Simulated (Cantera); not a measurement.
Input (Python, Cantera) and output of one run.

```python
import numpy as np
import cantera as ct

gas_names = """
    O3 N NO2
""".split()
cond_names = """
    Nb2O5(s) Nb2O5(L) NbO2(I) NbO2(II) NbO2(III) NbO2(L) Nb(cr) Nb(L)
""".split()


# ... load() reads the species with a 1 bar reference pressure and builds the phases ...
species = {s.name: s for s in load("nasa_gas.yaml", gas_names) + load("nasa_condensed.yaml", cond_names)}
# Each term lists the table entries of one substance; the one whose range holds T is used.
reactions = {
    '3 Nb2O5 = O3(g) + 6 NbO2':
        [(-3, ['Nb2O5(s)', 'Nb2O5(L)']), (1, ['O3']), (6, ['NbO2(I)', 'NbO2(II)', 'NbO2(III)', 'NbO2(L)'])],
    'NbO2 + N(g) = Nb + NO2(g)':
        [(-1, ['NbO2(I)', 'NbO2(II)', 'NbO2(III)', 'NbO2(L)']), (-1, ['N']), (1, ['Nb(cr)', 'Nb(L)']), (1, ['NO2'])],
}


def pick(names, T):
    return next(species[n] for n in names if species[n].thermo.min_temp <= T <= species[n].thermo.max_temp)


results = []
for label, terms in reactions.items():
    print(label)
    print("     T/K   dH/kJ  dS/(J/K)   dG/kJ   log10 K")
    for T in [1000, 1075, 1150, 1225, 1300, 1375, 1450, 1525, 1600, 1675]:
        used = [(nu, pick(names, T)) for nu, names in terms]
        dH = sum(nu * s.thermo.h(T) for nu, s in used) / 1e6
        dS = sum(nu * s.thermo.s(T) for nu, s in used) / 1e3
        dG = dH - T * dS / 1e3
        logK = -dG * 1e6 / (ct.gas_constant * T * np.log(10))
        results.append((label, T, dH, dS, dG, logK, [s.name for _, s in used]))
        print(f"{T:8g} {dH:8.1f} {dS:8.1f} {dG:8.1f} {logK:8.2f}")
```

It prints:

```
3 Nb2O5 = O3(g) + 6 NbO2
     T/K   dH/kJ  dS/(J/K)   dG/kJ   log10 K
    1000   1077.6    159.1    918.5   -47.98
    1075   1082.1    163.4    906.4   -44.04
    1150   1108.5    187.5    892.8   -40.55
    1225   1112.8    191.2    878.6   -37.46
    1300   1114.0    192.1    864.2   -34.72
    1375   1115.0    192.9    849.8   -32.28
    1450   1116.0    193.6    835.3   -30.09
    1525   1116.9    194.2    820.8   -28.11
    1600   1117.8    194.7    806.2   -26.32
    1675   1118.7    195.3    791.5   -24.68
NbO2 + N(g) = Nb + NO2(g)
     T/K   dH/kJ  dS/(J/K)   dG/kJ   log10 K
    1000    341.6     44.2    297.4   -15.53
    1075    339.5     42.2    294.1   -14.29
    1150    333.8     37.0    291.2   -13.23
    1225    331.7     35.2    288.5   -12.30
    1300    330.2     34.0    285.9   -11.49
    1375    328.7     33.0    283.4   -10.77
    1450    327.4     32.0    281.0   -10.12
    1525    326.0     31.1    278.6    -9.54
    1600    324.8     30.3    276.3    -9.02
    1675    323.6     29.5    274.1    -8.55
```

Cantera with NASA thermochemical tables; ideal gases at 1 bar, condensed phases pure. Condensed species are held in their standard states even where they would react or evaporate.
